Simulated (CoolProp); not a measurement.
Vapour pressure (MPa) of R1233zd(E): the reference equation beside estimates from Tc = 165.7 °C, pc = 3.583 MPa, ω = 0.304. Clausius-Clapeyron is anchored at -4.65 °C with a constant enthalpy of vaporisation of 26.74 kJ/mol.

Values from CoolProp's reference Helmholtz-energy equation of state, Akasaka 2022.

| T (°C) | reference | Lee-Kesler | Clausius-Clapeyron | Soave-Redlich-Kwong |
|---|---|---|---|---|
| -4.65 | 0.03940 | 0.03845 | 0.03940 | (withheld) |
| 1.95 | 0.05280 | 0.05179 | 0.05253 | 0.05204 |
| 8.45 | (withheld) | 0.06832 | 0.06880 | 0.06853 |
| 14.95 | 0.08975 | (withheld) | 0.08902 | 0.08895 |
| 21.55 | (withheld) | 0.1143 | 0.1143 | 0.1143 |
| 28.05 | 0.1451 | 0.1447 | 0.1447 | 0.1446 |
| 34.55 | 0.1810 | 0.1809 | 0.1813 | 0.1808 |
| 41.15 | 0.2241 | 0.2246 | (withheld) | 0.2244 |
| 47.65 | 0.2739 | 0.2750 | 0.2778 | 0.2748 |

Task: Fill in the missing entries.

Result: 
- -4.65, Soave-Redlich-Kwong: 0.03872
- 8.45, reference: 0.06934
- 14.95, Lee-Kesler: 0.08881
- 21.55, reference: 0.1151
- 41.15, Clausius-Clapeyron: 0.2258

Absolute difference from the reference over all 9 rows, mean and median: Lee-Kesler 0.9 and 0.7 %, Clausius-Clapeyron 0.6 and 0.7 %, Soave-Redlich-Kwong 0.8 and 0.7 %.
